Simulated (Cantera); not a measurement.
Feed: 1 mol CCl₄, 0.007 mol CH₄, 0.18 mol H₂, equilibrated at 75.0 Torr.

Equilibrium computed with Cantera from the NASA thermochemical tables; the gas is ideal and each condensed phase is pure. Candidate condensed phases: C, C₆H₆, C₇H₈, C₈H₁₈; 91 gas species. Equilibrium is a limit: real reactors are often held back by kinetics, nucleation or transport.

Q: At 1325 K, list the 4 most abundant gas species with their mole fractions, and the condensed phases.

A: Cl₂ 0.784, HCl 0.173, Cl 0.0432, CCl₄ 3.12e-5. Condensed: C(graphite).
